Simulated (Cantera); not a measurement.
Input: 1 mol C₂H₄, 0.19 mol O₂, equilibrated at 2577 °C.

Equilibrium computed with Cantera from the NASA thermochemical tables; the gas is ideal and each condensed phase is pure. Candidate condensed phases: C, C₆H₆, C₇H₈, C₈H₁₈, H₂O; 110 gas species. The ideal-gas law is rough above about 30 bar. Kinetics and transport are ignored.

Which condensed phases are stable at each of these points (P (Pa)): 10, 72, 520, 3700, 27000, 190000, 1400000, 10000000?


```tsv
P (Pa)	condensed phases	C condensed (%)
10	gas only	0.0
72	C(graphite)	13.7
520	C(graphite)	69.6
3700	C(graphite)	73.8
27000	C(graphite)	73.6
190000	C(graphite)	73.3
1400000	C(graphite)	73.1
10000000	C(graphite)	72.3
```

At 0.0750 Torr nothing is condensed. From 0.540 Torr to 75000 Torr the condensed part is C(graphite).
